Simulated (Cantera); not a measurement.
Input: 1 mol C6H6, 0.17 mol CO2, 7.9 mol H2, held at 802 °C and 910000 Pa.

Cantera equilibrium calculation (NASA polynomials, part measured and part estimated; ideal gas, pure solids and liquids). Candidate condensed phases: C, C6H6, C7H8, C8H18, H2O; 110 gas species. Kinetics and transport are ignored.

Q: What is the equilibrium state?

A: x(H2): 0.739
x(CH4): 0.224
x(CO): 0.0198
x(H2O): 0.0168
x(CO2): 0.000484
x(C2H6): 2.22e-5
x(C2H4): 4.04e-6
n(C(graphite)): 3.96 mol
gas amount: 9.054 mol
